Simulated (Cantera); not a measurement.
Feed: 1 mol SiH4, 1.1 mol C2H4, 1.3 mol H2, at 2373.15 K and 1000 Pa.

Cantera equilibrium calculation (NASA polynomials, part measured and part estimated; ideal gas, pure solids and liquids). Candidate condensed phases: C, C6H6, C7H8, C8H18, Si, SiC; 87 gas species. Gases not in the tables: Si2H6 and higher silanes. The numbers say what is thermodynamically allowed, not how fast it happens.

Base state: H2 0.828, H 0.127, Si 0.0305, SiC2 0.00538, C2H2 (acetylene) 0.00509, Si2C 0.00309, SiH 0.000899, Si2 0.000117 (mole fractions); condensed: C(graphite) + SiC(s).

What changes in the equilibrium state with this change: pressure from 1000 Pa to 48000 Pa?


| species | before | after |
|---|---|---|
| H2 | 0.828 | 0.973 |
| H | 0.127 | 0.0199 |
| C2H2 (acetylene) | 0.00509 | 0.00599 |
| Si | 0.0305 | 0.000636 |
| CH4 | 1.28e-6 | 8.47e-5 |
| SiC2 | 0.00538 | 0.000112 |
| Si2C | 0.00309 | 6.44e-5 |
| C(graphite), mol | 1.32 | 1.14 |
| SiC(s), mol | 0.734 | 0.994 |

What changes in the equilibrium state with this change: temperature from 2373.15 K to 1675 K?


```
species            before    after
----------------  -------  -------
H2                  0.828    0.999
H                   0.127  0.00116
C2H2 (acetylene)  0.00509  5.80e-5
Si                 0.0305  5.83e-7
SiC2              0.00538  3.87e-9
Si2C              0.00309  3.02e-9
C(graphite), mol     1.32     1.20
SiC(s), mol         0.734    1.000
```

What changes in the equilibrium state with this change: pressure from 1000 Pa to 73000 Pa?


| species | before | after |
|---|---|---|
| H2 | 0.828 | 0.977 |
| H | 0.127 | 0.0162 |
| C2H2 (acetylene) | 0.00509 | 0.00601 |
| Si | 0.0305 | 0.000418 |
| CH4 | 1.28e-6 | 0.000130 |
| SiC2 | 0.00538 | 7.37e-5 |
| Si2C | 0.00309 | 4.23e-5 |
| Si2 | 0.000117 | 1.60e-6 |
| CH3 | 3.63e-6 | 3.98e-5 |
| C(graphite), mol | 1.32 | 1.14 |
| SiC(s), mol | 0.734 | 0.996 |
